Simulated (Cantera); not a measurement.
## Equilibrium for fluorocarbon and chlorocarbon gases: CHF3 + CH4 + H2

Feed: 1 mol CHF3, 0.007 mol CH4, 1.2 mol H2, at 10.0 Torr.

Cantera equilibrium calculation (NASA polynomials, part measured and part estimated; ideal gas, pure solids and liquids). Candidate condensed phases: C, C6H6, C7H8, C8H18; 110 gas species. Ions and electrons are included (thermal ionisation). Rates play no part.

At 3000 K the condensed part is C(graphite). From 3250 K to 5000 K nothing is condensed. The main C-bearing gas is C3 at 3000 K and C at 5000 K.

```csv
T (K),x HF,x H,x F,x C,x C3,x CF,x C2,x H2,n C(graphite)
3000,0.741,0.151,0.0568,0.00380,0.0234,0.00657,0.00238,0.0122,0.660
3250,0.498,0.243,0.149,0.0197,0.0527,0.0161,0.00971,0.00762,0
3500,0.265,0.351,0.266,0.0521,0.0281,0.0173,0.0134,0.00472,0
3750,0.105,0.419,0.347,0.0960,0.00811,0.0115,0.0112,0.00233,0
4000,0.0369,0.446,0.382,0.123,0.00115,0.00528,0.00536,0.00104,0
4250,0.0135,0.455,0.395,0.131,0.000130,0.00216,0.00207,0.000479,0
4500,0.00534,0.459,0.400,0.134,1.67e-5,0.000923,0.000821,0.000235,0
4750,0.00231,0.460,0.402,0.135,2.57e-6,0.000422,0.000351,0.000123,0
5000,0.00108,0.460,0.403,0.135,4.73e-7,0.000207,0.000162,6.83e-5,0
```
x: gas mole fraction; n: condensed amount in mol.
